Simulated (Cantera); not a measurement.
An adiabatic, constant-volume homogeneous reactor starts with CH4 : O2 : N2 = 1 : 1.54 : 5.78 (molar parts), at 1225 K and 4.93 atm. Integrator tolerance rtol = 1e-08.

Model: GRI-Mech 3.0 (53 species, 325 reactions), integrated in Cantera.

What does this change do: initial temperature 1225 to 1575 K?


| quantity | before | after |
|---|---|---|
| time of steepest temperature rise | 7.87 ms | 0.170 ms |
| temperature at 1.00 s | 2974 K | 3106 K |
| equilibrium temperature | 2974 K | 3106 K |
| x(CH4) at 1.00 s | 3.31e-12 (gas-phase equilibrium 3.90e-12) | 2.35e-12 (gas-phase equilibrium 2.82e-12) |
| x(O2) at 1.00 s | 0.00217 (gas-phase equilibrium 0.00217) | 0.00445 (gas-phase equilibrium 0.00445) |
| x(NO) at 1.00 s | 0.00427 (gas-phase equilibrium 0.00427) | 0.00710 (gas-phase equilibrium 0.00710) |
| x(CH3) at 1.00 s | 1.04e-11 (gas-phase equilibrium 1.22e-11) | 1.11e-11 (gas-phase equilibrium 1.34e-11) |
| x(HCN) at 1.00 s | 7.86e-8 (gas-phase equilibrium 7.86e-8) | 8.47e-8 (gas-phase equilibrium 8.47e-8) |
| x(CH2CO) at 1.00 s | <1e-12 (gas-phase equilibrium <1e-12) | <1e-12 (gas-phase equilibrium <1e-12) |
| x(H2) at 1.00 s | 0.0423 (gas-phase equilibrium 0.0423) | 0.0465 (gas-phase equilibrium 0.0465) |
Above 3000 K some thermodynamic fits are extrapolated.

What does this change do: constant pressure in place of constant volume?


```
quantity                                                              before                                      after
---------------------------------  -----------------------------------------  -----------------------------------------
time of steepest temperature rise                                    7.87 ms                                    8.35 ms
temperature at 1.00 s                                                 2974 K                                     2706 K
equilibrium temperature                                               2974 K                                     2706 K
x(CH4) at 1.00 s                   3.31e-12 (gas-phase equilibrium 3.90e-12)    <1e-12 (gas-phase equilibrium 1.04e-12)
x(O2) at 1.00 s                      0.00217 (gas-phase equilibrium 0.00217)  0.000894 (gas-phase equilibrium 0.000894)
x(NO) at 1.00 s                      0.00427 (gas-phase equilibrium 0.00427)    0.00191 (gas-phase equilibrium 0.00191)
x(CH3) at 1.00 s                   1.04e-11 (gas-phase equilibrium 1.22e-11)  1.97e-12 (gas-phase equilibrium 2.30e-12)
x(HCN) at 1.00 s                     7.86e-8 (gas-phase equilibrium 7.86e-8)    2.57e-8 (gas-phase equilibrium 2.57e-8)
x(CH2CO) at 1.00 s                     <1e-12 (gas-phase equilibrium <1e-12)      <1e-12 (gas-phase equilibrium <1e-12)
x(H2) at 1.00 s                        0.0423 (gas-phase equilibrium 0.0423)      0.0405 (gas-phase equilibrium 0.0405)
```
